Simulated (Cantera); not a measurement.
Charge: 1 mol SiO₂, 1.6 mol F₂, 0.12 mol O₂, at 1600 °C and 41000 Pa.

Equilibrium computed with Cantera from the NASA thermochemical tables; the gas is ideal and each condensed phase is pure. Candidate condensed phases: Si, SiO₂; 17 gas species. The tables' values for SiF₃ are old estimates; treat these amounts as uncertain. The tables hold silica as quartz up to 1696 K and as liquid above; real silica turns to tridymite and cristobalite and melts near 1996 K. Rates play no part.

Base state: O₂ 0.535, SiF₄ 0.465, O 0.000270, SiF₃ 5.53e-5, F 5.32e-5 (mole fractions); condensed: SiO₂(condensed).

**Question.** What changes in the equilibrium state with this change: F₂ from 1.6 to 7.5 mol?

**Answer.** 
```json
[
 {"species": "F", "before": "5.32e-5", "after": "0.835"},
 {"species": "O₂", "before": "0.535", "after": "0.0855"},
 {"species": "SiF₄", "before": "0.465", "after": "0.0764"},
 {"species": "F₂", "before": "<1e-9", "after": "0.00265"},
 {"species": "SiF₃", "before": "5.53e-5", "after": "<1e-9"},
 {"species": "FO", "before": "1.11e-8", "after": "6.96e-5"},
 {"species": "O", "before": "0.000270", "after": "0.000108"},
 {"species": "SiO₂(condensed), mol", "before": "0.200", "after": "0"}
]
```
